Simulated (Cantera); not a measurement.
## Ignition delay

Mixture: 4.43 % CH4, 1.15 % H2, 20.1 % O2, 74.4 % N2, equivalence ratio 0.47, at 2.10 bar, adiabatic and at constant volume. Ignition delay is the time to a rise of 400 K.

Cantera simulation using GRI-Mech 3.0 (53 species, 325 reactions); the numbers are that mechanism's predictions, not measurements. Below about 1000 K GRI-Mech 3.0 lacks low-temperature oxidation paths. Below about 950 K walls govern HO2 and H2O2 in real vessels.

```json
[
 {"T0 (K)": "923", "delay (ms)": "228"},
 {"T0 (K)": "998", "delay (ms)": "25.4"},
 {"T0 (K)": "1073", "delay (ms)": "7.44"},
 {"T0 (K)": "1148", "delay (ms)": "3.36"},
 {"T0 (K)": "1223", "delay (ms)": "1.67"},
 {"T0 (K)": "1298", "delay (ms)": "0.859"},
 {"T0 (K)": "1373", "delay (ms)": "0.460"}
]
```

- apparent activation energy between 1223 and 1373 K = 120 kJ/mol
